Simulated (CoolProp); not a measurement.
Vapour-liquid equilibrium of propylene (1) + R152A (2) at -51.75 °C; x and y are mole fractions of (1).

Values from CoolProp's multi-fluid Helmholtz-energy mixture model, Lemmon 2013 and Outcalt 1996; pair parameters Bell 2016.

| x | bubble pressure, mixture model (kPa) | bubble pressure, Raoult's law (kPa) | y, mixture model | y, Raoult's law |
|---|---|---|---|---|
| 0.05 | 34.95 | 27.73 | 0.321 | 0.151 |
| 0.15 | 50.65 | 33.62 | 0.569 | 0.373 |
| 0.25 | 61.34 | 39.50 | 0.672 | 0.529 |
| 0.35 | 68.45 | 45.39 | 0.727 | 0.645 |
| 0.45 | 73.20 | 51.27 | 0.762 | 0.734 |
| 0.55 | 76.53 | 57.16 | 0.789 | 0.805 |
| 0.65 | 79.10 | 63.04 | 0.815 | 0.862 |
| 0.75 | 81.28 | 68.93 | 0.844 | 0.910 |
| 0.85 | 83.06 | 74.81 | 0.885 | 0.950 |
| 0.95 | 83.94 | 80.70 | 0.950 | 0.985 |

The largest gap from Raoult's law is +55.3 % in bubble pressure, at x = 0.25. No azeotrope shows between x = 0.05 and 0.95.

The pair parameters rest on a limited set of measurements; away from them the model extrapolates. With so large a gap from Raoult's law the liquid may split in two, which this calculation doesn't test in full.
